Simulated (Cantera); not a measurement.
Cantera run, input and output.

```python
import numpy as np
import cantera as ct

gas = ct.Solution("h2o2.yaml")
gas.TPX = 1300, 500000, {'H2': 1, 'O2': 0.455, 'N2': 4.09, 'H2O': 0.2}
reactor = ct.IdealGasConstPressureReactor(gas, energy="on", clone=False)
net = ct.ReactorNet([reactor])
net.rtol, net.atol = 1e-08, 1e-16
show = ['H2', 'O2', 'H2O', 'OH', 'O']
times = np.geomspace(1e-06, 0.2, 15)

steps = ct.SolutionArray(gas, extra=["t"])
rows = []
print(f"{'t/s':>10s}{'T/K':>9s}{'P/Pa':>11s}" + "".join(f"{s:>11s}" for s in show))
for t in times:
    while net.time < t:
        t_next = net.step()
        steps.append(gas.state, t=t_next)
    rows.append([np.interp(t, steps.t, y) for y in (steps.T, steps.P, *steps(*show).X.T)])
    print(f"{t:10.3e}{rows[-1][0]:9.1f}{rows[-1][1]:11.4g}" + "".join(f"{x:11.3e}" for x in rows[-1][2:]))
rate = np.gradient(steps.T, steps.t)
print("integrator steps:", len(steps.t))
if steps.T.max() > steps.T[0] + 200:
    print(f"time of steepest temperature rise: {steps.t[rate.argmax()]:.4e} s")
gas.TPX = 1300, 500000, {'H2': 1, 'O2': 0.455, 'N2': 4.09, 'H2O': 0.2}
gas.equilibrate("HP")
print(f"equilibrium (HP): T = {gas.T:.1f} K  " + "  ".join(f"{s} {gas[s].X[0]:.3e}" for s in show))
```

It prints:

```
       t/s      T/K       P/Pa         H2         O2        H2O         OH          O
 1.000e-06   1300.0      5e+05  1.741e-01  7.920e-02  3.481e-02  2.830e-09  4.274e-09
 2.391e-06   1300.0      5e+05  1.741e-01  7.920e-02  3.481e-02  1.568e-08  2.405e-08
 5.719e-06   1300.0      5e+05  1.741e-01  7.919e-02  3.482e-02  3.847e-07  5.853e-07
 1.368e-05   1485.2      5e+05  1.198e-01  5.448e-02  8.093e-02  2.776e-03  2.644e-03
 3.270e-05   2253.3      5e+05  2.647e-02  4.061e-03  1.908e-01  7.141e-03  1.235e-03
 7.820e-05   2346.5      5e+05  2.082e-02  1.388e-03  2.017e-01  3.994e-03  3.140e-04
 1.870e-04   2377.8      5e+05  1.873e-02  5.270e-04  2.057e-01  2.445e-03  1.097e-04
 4.472e-04   2386.5      5e+05  1.817e-02  3.152e-04  2.068e-01  1.921e-03  6.632e-05
 1.069e-03   2387.3      5e+05  1.812e-02  2.978e-04  2.069e-01  1.872e-03  6.289e-05
 2.557e-03   2387.3      5e+05  1.812e-02  2.977e-04  2.069e-01  1.872e-03  6.288e-05
 6.116e-03   2387.3      5e+05  1.812e-02  2.977e-04  2.069e-01  1.872e-03  6.288e-05
 1.462e-02   2387.3      5e+05  1.812e-02  2.977e-04  2.069e-01  1.872e-03  6.288e-05
 3.497e-02   2387.3      5e+05  1.812e-02  2.977e-04  2.069e-01  1.872e-03  6.288e-05
 8.363e-02   2387.3      5e+05  1.812e-02  2.977e-04  2.069e-01  1.872e-03  6.288e-05
 2.000e-01   2387.3      5e+05  1.812e-02  2.977e-04  2.069e-01  1.872e-03  6.288e-05
integrator steps: 1336
time of steepest temperature rise: 1.4216e-05 s
equilibrium (HP): T = 2387.3 K  H2 1.812e-02  O2 2.977e-04  H2O 2.069e-01  OH 1.872e-03  O 6.288e-05
```

Model: the H2/O2 subset of GRI-Mech 3.0, which has no nitrogen chemistry, integrated in Cantera. The hydrogen kinetics of GRI-Mech 3.0 are dated; newer H2 mechanisms differ, most at raised pressure.
